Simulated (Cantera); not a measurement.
Charge: 1 mol SO2, equilibrated at 975 K and 1 atm.

Method: chemical equilibrium by Gibbs-energy minimisation in Cantera with the NASA 1993 tables (ideal gas, pure condensed phases). Candidate condensed phases: S; 10 gas species. Equilibrium is a limit: real reactors are often held back by kinetics, nucleation or transport.

Base state: SO2 1.000 (mole fractions); condensed: gas only.

### Question
What changes in the equilibrium state with this change: SO2 replaced by CS2?

### Answer
```tsv
species	before	after
CS2	0	0.889
S2	1.05e-7	0.111
SO2	1.000	0
C(graphite), mol	0	0.111
```
Gases not in the tables: S3 to S7. Further candidate phases: C.

### Question
What changes in the equilibrium state with this change: temperature from 975 K to 2375 K?

### Answer
```tsv
species	before	after
SO2	1.000	0.964
SO	8.13e-7	0.0233
O2	<1e-9	0.0114
O	<1e-9	0.000803
S	<1e-9	0.000151
S2	1.05e-7	3.61e-5
SO3	2.27e-6	0.000241
```
